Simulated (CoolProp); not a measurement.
Sulfur dioxide along the isotherm 127.05 °C: density (kg/m³) from the reference equation and from simpler models built on Tc = 157.5 °C, pc = 7887 kPa, ω = 0.256; each cubic takes its own stable root.

The numbers come from the reference Helmholtz-energy equation of state, Gao 2016 in CoolProp.

| p (kPa) | phase | reference | van der Waals | Redlich-Kwong | Soave-Redlich-Kwong | Peng-Robinson |
|---|---|---|---|---|---|---|
| 1640 | gas | 35.12 | 34.28 | 34.83 | 34.96 | 35.28 |
| 3290 | gas | 81.90 | 76.67 | 79.73 | 80.62 | 82.32 |
| 4930 | liquid | 979.7 | 135.5 | 148.1 | 813.5 | 919.4 |
| 6570 | liquid | 1005 | 605.5 | 806.4 | 845.5 | 953.5 |
| 8220 | liquid | 1025 | 638.5 | 838.0 | 871.0 | 980.9 |
| 9860 | liquid | 1042 | 661.4 | 863.3 | 892.3 | 1004 |
| 11500 | liquid | 1057 | 679.4 | 884.6 | 910.7 | 1024 |
| 13100 | liquid | 1070 | 694.1 | 902.7 | 926.8 | 1041 |
| 14800 | liquid | 1082 | 707.4 | 919.8 | 942.1 | 1058 |
| 16400 | liquid | 1092 | 718.5 | 934.3 | 955.2 | 1072 |
| 18100 | liquid | 1102 | 729.0 | 948.5 | 968.1 | 1086 |
| 19700 | liquid | 1111 | 738.0 | 960.7 | 979.3 | 1098 |

At some of these states van der Waals, Redlich-Kwong gives the other phase, because its saturation line lies elsewhere.
